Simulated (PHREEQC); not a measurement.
Consider water at 20 °C with 0.005 mol/kgw HF, 5e-05 mol/kgw NH4HF2, 0.00054 mol/kgw H4SiO4 and 0.1 mol/kgw H2SO4. It is in equilibrium with CO2 at log p = -2 (atm). Otherwise closed; pH follows from the charge balance.

Model: ion-association model, wateq4f.dat, run in PHREEQC.

| quantity | before | after |
|---|---|---|
| pH | 1.01 | 1.01 |
| ionic strength (mol/kgw) | 0.142 | 0.146 |
| HSO4- (mol/kgw) | 0.0792 | 0.0786 |
| SO4-2 (mol/kgw) | 0.0208 | 0.0210 |
| HF (mol/kgw) | 0.00389 | 0.00593 |
| H4SiO4 (mol/kgw) | 0.000362 | 7.29e-5 |
| SI of Chalcedony (SiO2) | +0.19 | -0.51 |

Question: Which change was made?
A) NH4HF2 left out
B) diluted 100-fold with water
C) 0.01 mol/kgw Na2SO4 added
D) diluted 10-fold with water
E) HF replaced by NH4BF4 at the same molality

Answer: E, HF replaced by NH4BF4 at the same molality

Precipitation was switched off in this run. Some of these states are supersaturated (in Quartz (slow to form), Chalcedony (slow to form), for instance). SiF6-2 is the database's only silicon fluoride. Real BF4- forms and hydrolyses slowly; the run takes it at equilibrium.
